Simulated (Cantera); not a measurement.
A Cantera script and its output.

```python
import numpy as np
import cantera as ct

gas = ct.Solution("gri30.yaml")
gas.TPX = 1823, 1500000, {'CH3OH': 1, 'O2': 1.36, 'N2': 5.13}
reactor = ct.IdealGasReactor(gas, energy="on", clone=False)
net = ct.ReactorNet([reactor])
net.rtol, net.atol = 1e-08, 1e-16
show = ['CH3OH', 'O2', 'NO', 'HO2', 'C2H', 'CH4', 'C2H4']
times = np.geomspace(3e-06, 0.4, 12)

steps = ct.SolutionArray(gas, extra=["t"])
rows = []
print(f"{'t/s':>10s}{'T/K':>9s}{'P/Pa':>11s}" + "".join(f"{s:>11s}" for s in show))
for t in times:
    while net.time < t:
        t_next = net.step()
        steps.append(gas.state, t=t_next)
    rows.append([np.interp(t, steps.t, y) for y in (steps.T, steps.P, *steps(*show).X.T)])
    print(f"{t:10.3e}{rows[-1][0]:9.1f}{rows[-1][1]:11.4g}" + "".join(f"{x:11.3e}" for x in rows[-1][2:]))
rate = np.gradient(steps.T, steps.t)
print("integrator steps:", len(steps.t))
if steps.T.max() > steps.T[0] + 200:
    print(f"time of steepest temperature rise: {steps.t[rate.argmax()]:.4e} s")
gas.TPX = 1823, 1500000, {'CH3OH': 1, 'O2': 1.36, 'N2': 5.13}
gas.equilibrate("UV")
print(f"equilibrium (UV): T = {gas.T:.1f} K  " + "  ".join(f"{s} {gas[s].X[0]:.3e}" for s in show))
```

It prints:

```
       t/s      T/K       P/Pa      CH3OH         O2         NO        HO2        C2H        CH4       C2H4
 3.000e-06   3269.9  3.061e+06  2.202e-13  1.884e-02  1.279e-03  3.534e-05  6.967e-16  1.546e-12  5.255e-19
 8.771e-06   3263.4  3.053e+06  2.318e-13  1.698e-02  6.685e-03  3.223e-05  7.159e-16  1.699e-12  5.877e-19
 2.564e-05   3249.8   3.04e+06  2.465e-13  1.503e-02  1.309e-02  2.877e-05  7.209e-16  1.875e-12  6.630e-19
 7.496e-05   3246.8  3.037e+06  2.500e-13  1.461e-02  1.448e-02  2.804e-05  7.217e-16  1.917e-12  6.812e-19
 2.191e-04   3246.7  3.037e+06  2.500e-13  1.461e-02  1.448e-02  2.803e-05  7.217e-16  1.917e-12  6.813e-19
 6.407e-04   3246.7  3.037e+06  2.500e-13  1.461e-02  1.448e-02  2.803e-05  7.217e-16  1.917e-12  6.813e-19
 1.873e-03   3246.7  3.037e+06  2.500e-13  1.461e-02  1.448e-02  2.803e-05  7.217e-16  1.917e-12  6.813e-19
 5.476e-03   3246.7  3.037e+06  2.500e-13  1.461e-02  1.448e-02  2.803e-05  7.217e-16  1.917e-12  6.813e-19
 1.601e-02   3246.7  3.037e+06  2.500e-13  1.461e-02  1.448e-02  2.803e-05  7.217e-16  1.917e-12  6.813e-19
 4.680e-02   3246.7  3.037e+06  2.500e-13  1.461e-02  1.448e-02  2.803e-05  7.217e-16  1.917e-12  6.813e-19
 1.368e-01   3246.7  3.037e+06  2.500e-13  1.461e-02  1.448e-02  2.803e-05  7.217e-16  1.917e-12  6.813e-19
 4.000e-01   3246.7  3.037e+06  2.500e-13  1.461e-02  1.448e-02  2.803e-05  7.217e-16  1.917e-12  6.813e-19
integrator steps: 1671
time of steepest temperature rise: 1.6338e-06 s
equilibrium (UV): T = 3246.7 K  CH3OH 2.614e-13  O2 1.461e-02  NO 1.448e-02  HO2 2.803e-05  C2H 7.604e-16  CH4 2.357e-12  C2H4 7.325e-19
```

Cantera simulation using GRI-Mech 3.0 (53 species, 325 reactions); the numbers are that mechanism's predictions, not measurements. GRI-Mech 3.0 was tuned for natural gas; its chemistry of methanol as a main component is partial and can be far from experiment. The pressure lies above the range GRI-Mech 3.0 was tuned for (to about 10 atm). Above 3000 K some thermodynamic fits are extrapolated.
